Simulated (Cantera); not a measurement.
# Premixed flame

A freely propagating, adiabatic, planar premixed flame of 13.8 % CH₃OH, 18.7 % O₂, 67.5 % N₂, unburnt at 375 K and 900 Torr; mixture-averaged transport, grid criteria slope 0.08 and curve 0.16, no radiation.

Computed with Cantera and GRI-Mech 3.0 (53 species, 325 reactions). GRI-Mech 3.0 was tuned for natural gas; its chemistry of methanol as a main component is partial and can be far from experiment. Burning velocities carry a grid error of a few per cent, more on coarse grids.

| z (mm) | T (K) | u (m/s) | x CH₃OH | x O₂ | x H₂O | x CH₄ | x O | x C₂H |
|---|---|---|---|---|---|---|---|---|
| -0.717 | 375 | 0.698 | 0.137 | 0.187 | 2.49e-5 | 1.67e-8 | <1e-8 | <1e-8 |
| -0.478 | 377 | 0.704 | 0.137 | 0.186 | 0.000382 | 2.70e-7 | <1e-8 | <1e-8 |
| -0.358 | 384 | 0.720 | 0.136 | 0.185 | 0.00173 | 1.26e-6 | <1e-8 | <1e-8 |
| -0.239 | 439 | 0.833 | 0.132 | 0.179 | 0.0110 | 8.64e-6 | <1e-8 | <1e-8 |
| -0.119 | 814 | 1.60 | 0.101 | 0.146 | 0.0650 | 6.02e-5 | 3.19e-8 | <1e-8 |
| -0.0597 | 1224 | 2.49 | 0.0569 | 0.108 | 0.119 | 0.000122 | 5.60e-6 | <1e-8 |
| 0 | 1655 | 3.49 | 0.00822 | 0.0651 | 0.177 | 0.000169 | 0.000410 | <1e-8 |
| 0.0597 | 1806 | 3.82 | 7.87e-5 | 0.0393 | 0.203 | 5.38e-5 | 0.00241 | <1e-8 |
| 0.119 | 1860 | 3.91 | 1.83e-7 | 0.0261 | 0.211 | 5.27e-6 | 0.00354 | <1e-8 |
| 0.239 | 1932 | 4.03 | <1e-8 | 0.0173 | 0.213 | 3.47e-8 | 0.00361 | <1e-8 |
| 0.478 | 2016 | 4.18 | <1e-8 | 0.0128 | 0.216 | <1e-8 | 0.00282 | <1e-8 |
| 0.956 | 2103 | 4.33 | <1e-8 | 0.00950 | 0.223 | <1e-8 | 0.00185 | <1e-8 |
| 1.91 | 2179 | 4.47 | <1e-8 | 0.00646 | 0.229 | <1e-8 | 0.00107 | <1e-8 |
x: mole fraction of selected species; z is measured from the peak of heat release.

```
Quantity                      Value
------------------------  ---------
laminar burning velocity  69.7 cm/s
thermal thickness          0.239 mm
peak x(CH₄)                0.000172
peak x(O)                   0.00373
peak x(C₂H)                   <1e-8
grid points                     130
```
